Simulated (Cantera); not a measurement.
Mixture: 25.9 % CO, 1.34 % H2, 9.72 % O2, 63.1 % N2, at 2500000 Pa, adiabatic and at constant pressure. Ignition delay is the time to a rise of 400 K.

Computed with Cantera and GRI-Mech 3.0 (53 species, 325 reactions). The hydrogen kinetics of GRI-Mech 3.0 are dated; newer H2 mechanisms differ, most at raised pressure. The pressure lies above the range GRI-Mech 3.0 was tuned for (to about 10 atm). Where the delays flatten at high temperature, the 400 K rule measures the pace of heat release, not the induction time.

### Question
Predict: delay at 1150 K; delay at 1300 K; delay at 1450 K; delay at 1600 K; delay at 1750 K.

### Answer
| Property | Result |
|---|---|
| delay at 1150 K | 0.203 ms |
| delay at 1300 K | 22.2 µs |
| delay at 1450 K | 5.77 µs |
| delay at 1600 K | 3.03 µs |
| delay at 1750 K | 2.14 µs |
